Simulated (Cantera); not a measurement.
# Thermodynamics of metals in furnace atmospheres, feed Pb + H2O + N2

Charge: 1 mol Pb, a varied amount of H2O, 1.7 mol N2, at 1875 K and 1000 Pa.

These are equilibrium values from Cantera (NASA tables, ideal gas, pure condensed phases), not measurements of a reactor. Candidate condensed phases: H2O, Pb, PbO, PbO2, Pb3O4; 27 gas species. Gases not in the tables: (PbO)n polymers. Kinetics and transport are ignored.

From 0.012 mol H2O to 2.4 mol H2O nothing is condensed.

| n(H2O) (mol) | log p N2 | log p H2O | log p Pb | log p H2 | log p PbO | log p OH |
|---|---|---|---|---|---|---|
| 0.012 | -2.20 | -4.57 | -2.44 | -4.79 | -4.77 | -6.47 |
| 0.024 | -2.20 | -4.21 | -2.44 | -4.61 | -4.60 | -6.20 |
| 0.047 | -2.21 | -3.88 | -2.44 | -4.44 | -4.44 | -5.95 |
| 0.09 | -2.22 | -3.57 | -2.45 | -4.29 | -4.29 | -5.72 |
| 0.17 | -2.23 | -3.29 | -2.47 | -4.15 | -4.16 | -5.50 |
| 0.34 | -2.25 | -2.99 | -2.50 | -4.02 | -4.03 | -5.28 |
| 0.65 | -2.30 | -2.74 | -2.54 | -3.91 | -3.93 | -5.08 |
| 1.3 | -2.37 | -2.51 | -2.63 | -3.83 | -3.87 | -4.89 |
| 2.4 | -2.48 | -2.35 | -2.74 | -3.79 | -3.86 | -4.74 |
log p: log10 of the partial pressure in bar; nothing condenses.
